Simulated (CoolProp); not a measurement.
Saturation properties of dodecamethylpentasiloxane (MD3M) (Tc = 628.0 K, pc = 0.9540 MPa, ω = 0.730).

Computed with CoolProp (reference Helmholtz-energy equation of state, Thol 2019).

```tsv
T (K)	p (MPa)	liquid density (kg/m³)	vapour density (kg/m³)	surface tension (mN/m)
497.5	0.08908	661.0	9.193	5.55
508.5	0.1147	646.9	11.84	4.97
519.4	0.1455	632.4	15.07	4.41
530.4	0.1828	617.0	19.08	3.86
541.4	0.2270	600.7	24.02	3.33
552.4	0.2792	583.3	30.11	2.81
563.4	0.3402	564.6	37.69	2.31
574.4	0.4113	543.9	47.23	1.83
585.3	0.4929	520.9	59.36	1.38
```

It boils at 503.0 K under 1 atm.

Surface tension comes from a separate correlation (Mulero 2014), older than this fluid's equation and unchecked against measurements.
